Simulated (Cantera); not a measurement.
Feed: 1 mol Fe2O3, 0.054 mol SO2, 0.11 mol O2, equilibrated at 1.00 bar.

Equilibrium computed with Cantera from the NASA thermochemical tables; the gas is ideal and each condensed phase is pure. Candidate condensed phases: Fe, FeO, FeS, FeSO4, FeS2, Fe2O3, Fe2(SO4)3, Fe3O4, S; 12 gas species. Equilibrium is a limit: real reactors are often held back by kinetics, nucleation or transport.

Task: Which condensed phases are stable at each of these points (T (K)): 848, 948, 1048, 1148, 1248, 1348, 1448, 1548, 1648, 1748?

Result: 
```tsv
T (K)	condensed phases	Fe condensed (%)
848	Fe2O3(s) + Fe2(SO4)3(s)	100.0
948	Fe2O3(s) + Fe2(SO4)3(s)	100.0
1048	Fe2O3(s)	100.0
1148	Fe2O3(s)	100.0
1248	Fe2O3(s)	100.0
1348	Fe2O3(s)	100.0
1448	Fe2O3(s)	100.0
1548	Fe2O3(s)	100.0
1648	Fe2O3(s)	100.0
1748	Fe3O4(s)	100.0
```

From 848 K to 948 K the condensed part is Fe2O3(s) + Fe2(SO4)3(s). From 1048 K to 1648 K the condensed part is Fe2O3(s). At 1748 K the condensed part is Fe3O4(s).
